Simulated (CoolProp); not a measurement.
Vapour-liquid equilibrium of CHF3 (R23) (1) + sulfur hexafluoride (2) at 257.3 K; x and y are mole fractions of (1).

Computed with CoolProp (multi-fluid Helmholtz-energy mixture model, Penoncello 2003 and Guder 2009; pair parameters Bell 2016).

```
x     bubble pressure (bar)  y at the bubble point  dew pressure at overall composition x (bar)  liquid density (mol/L)
----  ---------------------  ---------------------  -------------------------------------------  ----------------------
0.05                  9.344                  0.169                                        8.258                   11.48
0.2                   12.33                  0.411                                        9.663                   11.81
0.35                  14.07                  0.530                                        11.47                   12.23
0.5                   15.19                  0.618                                        13.64                   12.79
0.65                  15.92                  0.705                                        15.50                   13.55
0.8                   16.27                  0.807                                        16.26                   14.54
0.95                  16.08                  0.942                                        16.05                   15.82
```

y crosses x between x = 0.8 and 0.95: the model has an azeotrope there.

The pair parameters rest on a limited set of measurements; away from them the model extrapolates.
